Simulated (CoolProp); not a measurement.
A single-stage vapour-compression cycle with n-perfluoropentane: evaporating at 296.15 K (dew point), condensing at 366.15 K (bubble point), superheat 8 K, subcooling 2 K, compressor efficiency 0.8, no pressure losses. Each further row changes one setting.

The numbers come from the reference Helmholtz-energy equation of state, Gao 2022 in CoolProp.

| case | cooling COP | pressure ratio | discharge temperature (K) | refrigerating effect (kJ/kg) | volumetric capacity (kJ/m³) |
|---|---|---|---|---|---|
| as stated | 1.20 | 8.20 | 366.1 | 23.1 | 220 |
| evaporating temperature 301.15 K | 1.52 | [?] | 366.1 | 27.0 | 307 |
| condensing temperature 361.15 K | [?] | [?] | 361.1 | 29.1 | [?] |
| subcooling 7 K | 1.52 | 8.20 | 366.1 | 29.1 | 277 |
| superheat 18 K | 1.49 | 8.20 | 366.1 | 31.4 | 288 |
| compressor efficiency 0.7 | [?] | 8.20 | 366.1 | 23.1 | 220 |

Problem. Fill in the missing entries.

Solution. 
- evaporating temperature 301.15 K, pressure ratio: 6.79
- condensing temperature 361.15 K, cooling COP: 1.58
- condensing temperature 361.15 K, pressure ratio: 7.27
- condensing temperature 361.15 K, volumetric capacity (kJ/m³): 276
- compressor efficiency 0.7, cooling COP: 1.05

The compression ends wet for: as stated; evaporating temperature 301.15 K; condensing temperature 361.15 K; subcooling 7 K; superheat 18 K; compressor efficiency 0.7.
